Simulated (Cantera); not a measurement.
Input: 1 mol SiC, 0.043 mol CO₂, 150 mol N₂, 0.002 mol CH₄, equilibrated at 0.133 bar.

Method: chemical equilibrium by Gibbs-energy minimisation in Cantera with the NASA 1993 tables (ideal gas, pure condensed phases). Candidate condensed phases: C, C₆H₆, C₇H₈, C₈H₁₈, H₂O, Si, SiC, SiO₂, Si₂N₂O, Si₃N₄; 151 gas species. N₂ is the only nitrogen source here; it is nearly inert below about 1500 K, so the nitride shown seldom forms there in practice. Mutual solubility and eutectic melting of coexisting phases are not modelled. Equilibrium is a limit: real reactors are often held back by kinetics, nucleation or transport.

Q: Which condensed phases are stable at each of these points (T (K)): 1325, 1375, 1425, 1475, 1525, 1575, 1625, 1675?

A: 
```
T (K)                    condensed phases  Si condensed (%)
-----  ----------------------------------  ----------------
1325   C(graphite) + Si₂N₂O(s) + Si₃N₄(s)             100.0
1375   C(graphite) + Si₂N₂O(s) + Si₃N₄(s)             100.0
1425   C(graphite) + Si₂N₂O(s) + Si₃N₄(s)             100.0
1475   C(graphite) + Si₂N₂O(s) + Si₃N₄(s)             100.0
1525   C(graphite) + Si₂N₂O(s) + Si₃N₄(s)             100.0
1575                    SiC(s) + Si₃N₄(s)             100.0
1625                    SiC(s) + Si₃N₄(s)              99.9
1675                    SiC(s) + Si₃N₄(s)              99.7
```

From 1325 K to 1525 K the condensed part is C(graphite) + Si₂N₂O(s) + Si₃N₄(s). From 1575 K to 1675 K the condensed part is SiC(s) + Si₃N₄(s).
